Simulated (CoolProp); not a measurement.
Vapour pressure (bar) of chlorine: the reference equation beside estimates from Tc = 416.9 K, pc = 76.42 bar, ω = 0.070.

The numbers come from the reference Helmholtz-energy equation of state, Thol 2021 in CoolProp.

```json
[
 {"T (K)": "274.9", "reference": "3.897", "Redlich-Kwong": "3.954", "Soave-Redlich-Kwong": "3.913"},
 {"T (K)": "287", "reference": "5.661", "Redlich-Kwong": "5.799", "Soave-Redlich-Kwong": "5.665"},
 {"T (K)": "299.1", "reference": "7.959", "Redlich-Kwong": "8.203", "Soave-Redlich-Kwong": "7.947"},
 {"T (K)": "311.2", "reference": "10.88", "Redlich-Kwong": "11.25", "Soave-Redlich-Kwong": "___"},
 {"T (K)": "323.3", "reference": "14.51", "Redlich-Kwong": "15.01", "Soave-Redlich-Kwong": "14.45"},
 {"T (K)": "335.4", "reference": "18.93", "Redlich-Kwong": "19.57", "Soave-Redlich-Kwong": "18.86"},
 {"T (K)": "347.5", "reference": "24.23", "Redlich-Kwong": "25.01", "Soave-Redlich-Kwong": "24.15"},
 {"T (K)": "359.6", "reference": "30.50", "Redlich-Kwong": "___", "Soave-Redlich-Kwong": "30.44"},
 {"T (K)": "371.7", "reference": "37.82", "Redlich-Kwong": "38.78", "Soave-Redlich-Kwong": "___"},
 {"T (K)": "383.8", "reference": "46.29", "Redlich-Kwong": "47.26", "Soave-Redlich-Kwong": "46.34"},
 {"T (K)": "395.9", "reference": "56.02", "Redlich-Kwong": "56.88", "Soave-Redlich-Kwong": "56.14"}
]
```

### Question
Some entries are withheld; supply them.

### Answer

- 311.2, Soave-Redlich-Kwong: 10.85
- 359.6, Redlich-Kwong: 31.39
- 371.7, Soave-Redlich-Kwong: 37.80

Absolute difference from the reference over all 11 rows, mean and median: Redlich-Kwong 2.7 and 2.9 %, Soave-Redlich-Kwong 0.2 and 0.2 %.
